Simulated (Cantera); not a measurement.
A closed system holds: 1 mol Si, 18 mol CO, 120 mol H2, at 1848.15 K.

Cantera equilibrium calculation (NASA polynomials, part measured and part estimated; ideal gas, pure solids and liquids). Candidate condensed phases: C, C6H6, C7H8, C8H18, H2O, Si, SiC, SiO2; 123 gas species. Mutual solubility and eutectic melting of coexisting phases are not modelled. The tables hold silica as quartz up to 1696 K and as liquid above; real silica turns to tridymite and cristobalite and melts near 1996 K. Gases not in the tables: Si(OH)4. Rates play no part.

Q: Which condensed phases are stable at each of these points (P (Pa)): 10, 61, 370, 2200, 13000, 82000, 500000, 3000000?

A: 
| P (Pa) | condensed phases | Si condensed (%) |
|---|---|---|
| 10 | SiC(s) | 25.8 |
| 61 | SiC(s) | 44.5 |
| 370 | SiC(s) | 48.5 |
| 2200 | SiC(s) | 49.1 |
| 13000 | SiC(s) | 49.1 |
| 82000 | SiC(s) | 48.3 |
| 500000 | SiC(s) + SiO2(condensed) | 50.2 |
| 3000000 | SiO2(condensed) | 97.0 |

From 10.0 Pa to 82000 Pa the condensed part is SiC(s). At 500000 Pa the condensed part is SiC(s) + SiO2(condensed). At 3000000 Pa the condensed part is SiO2(condensed). The share of Si in condensed phases is highest at 3000000 Pa (97.0 %) and lowest at 10.0 Pa (25.8 %).
